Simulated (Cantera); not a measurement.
A closed system holds: 1 mol Cr, 0.048 mol H2O, 13 mol H2, equilibrated at 0.00398 Torr.

Equilibrium computed with Cantera from the NASA thermochemical tables; the gas is ideal and each condensed phase is pure. Candidate condensed phases: Cr, Cr2O3, H2O; 13 gas species. The numbers say what is thermodynamically allowed, not how fast it happens. All values below are at 1950 °C.

Base state: H 0.862, H2 0.0959, Cr 0.0403, O 0.00146, OH 0.000234, H2O 0.000180, CrO 6.41e-5 (mole fractions); condensed: gas only.

**Question.** What changes in the equilibrium state with this change: Cr replaced by V?

**Answer.** 
```tsv
species	before	after
H	0.862	0.863
H2	0.0959	0.0962
V	0	0.0386
Cr	0.0403	0
VO	0	0.00187
CrO	6.41e-5	0
VO2	0	1.08e-5
```
Further candidate phases: V, VO, V2O3, V2O4, V2O5.
